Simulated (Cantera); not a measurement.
# Ammonia decomposition in nitride growth gas

A perfectly stirred reactor is fed with NH3 : N2 = 1 : 3.4 (molar parts), at 0.987 atm; it is held at 2225 K, and followed from long to short residence time.

Detailed kinetics in Cantera: the gas-phase N/H chemistry of the illustrative SiF4/NH3 mechanism in the Surface Chemkin manual (1991). Walls and surfaces, which speed up NH3 decomposition in real reactors, are not modelled.

```
τ (s)      x NH3    x N2H4      x N   x N2H2     x NH     x NH2
-------  -------  --------  -------  -------  -------  --------
0.56     0.00148  1.42e-10  3.87e-6  1.27e-8  8.14e-6   3.96e-5
0.19     0.00473  6.92e-10  4.03e-6  4.46e-8  1.23e-5   8.76e-5
0.066     0.0139   3.01e-9  4.08e-6  1.42e-7  1.79e-5  0.000182
0.023     0.0361   1.12e-8  4.11e-6  4.06e-7  2.49e-5  0.000353
0.0078    0.0805   3.50e-8  3.92e-6  1.00e-6  3.22e-5  0.000623
0.0027     0.139   8.02e-8  3.31e-6  1.88e-6  3.63e-5  0.000942
0.00092    0.186   1.42e-7  2.13e-6  2.67e-6  3.45e-5   0.00125
0.00032    0.211   2.02e-7  9.23e-7  2.94e-6  2.77e-5   0.00149
```
x: mole fraction; the columns are a selection and need not sum to one.
